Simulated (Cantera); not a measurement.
Feed: 1 mol Si2Cl6, 4.2 mol NH3, at 0.0660 Torr.

Method: chemical equilibrium by Gibbs-energy minimisation in Cantera with the NASA 1993 tables (ideal gas, pure condensed phases). Candidate condensed phases: NH4Cl, Si, Si3N4; 28 gas species. The feed counts by its element totals alone. The numbers say what is thermodynamically allowed, not how fast it happens.

What share of the Si ends up in condensed phases as a function of T (°C), at 452, 552, 652, 752, 852, 952, 1052, 1152, 1252, 1352, 1452, 1552, 1652, 1752?


| T (°C) | Si condensed (%) | as |
|---|---|---|
| 452 | 76.5 | Si3N4(s) |
| 552 | 81.4 | Si3N4(s) |
| 652 | 84.8 | Si3N4(s) |
| 752 | 87.0 | Si3N4(s) |
| 852 | 86.0 | Si3N4(s) |
| 952 | 70.9 | Si3N4(s) |
| 1052 | 36.8 | Si3N4(s) |
| 1152 | 3.6 | Si3N4(s) |
| 1252 | 0.0 | - |
| 1352 | 0.0 | - |
| 1452 | 0.0 | - |
| 1552 | 0.0 | - |
| 1652 | 0.0 | - |
| 1752 | 0.0 | - |
